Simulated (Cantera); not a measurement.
Pyrogenic steam for wet oxidation

An isothermal, constant-pressure homogeneous reactor starts with H₂ : O₂ : N₂ = 0.86 : 1 : 5.9 (molar parts), at 1100 K and 13300 Pa.

Detailed kinetics in Cantera: the H2/O2 subset of GRI-Mech 3.0, which has no nitrogen chemistry. The temperature is held fixed by assumption; the heat of reaction is taken as removed at once.

| t (s) | x H₂ | x O₂ | x H₂O₂ | x O | x H₂O | x H | x HO₂ |
|---|---|---|---|---|---|---|---|
| 1.00e-6 | 0.111 | 0.129 | <1e-12 | <1e-12 | <1e-12 | 1.65e-11 | 1.66e-11 |
| 6.13e-6 | 0.111 | 0.129 | <1e-12 | 5.08e-12 | 2.47e-12 | 9.89e-11 | 1.02e-10 |
| 3.76e-5 | 0.111 | 0.129 | <1e-12 | 1.33e-10 | 2.75e-10 | 7.52e-10 | 6.40e-10 |
| 0.000231 | 0.111 | 0.129 | 2.29e-11 | 2.40e-8 | 1.30e-7 | 1.04e-7 | 9.30e-9 |
| 0.00141 | 0.00699 | 0.0806 | 8.22e-7 | 0.00644 | 0.0973 | 0.0190 | 1.07e-5 |
| 0.00867 | 0.000142 | 0.0777 | 6.04e-7 | 8.79e-5 | 0.117 | 2.62e-5 | 3.83e-6 |
| 0.0532 | 3.11e-6 | 0.0778 | 7.37e-8 | 2.51e-6 | 0.117 | 1.24e-7 | 2.10e-7 |
| 0.326 | 1.77e-7 | 0.0778 | 9.41e-9 | 2.12e-7 | 0.117 | 2.89e-9 | 1.82e-8 |
| 2.00 | 2.10e-8 | 0.0778 | 1.45e-9 | 2.82e-8 | 0.117 | 1.38e-10 | 2.70e-9 |
x: mole fraction; the columns are a selection and need not sum to one.

Equilibrium at this temperature and pressure: H₂ 1.53e-9, O₂ 0.0778, H₂O₂ 1.08e-10, O 1.92e-9, H₂O 0.117, H 2.79e-12, HO₂ 1.24e-9 (gas phase only).
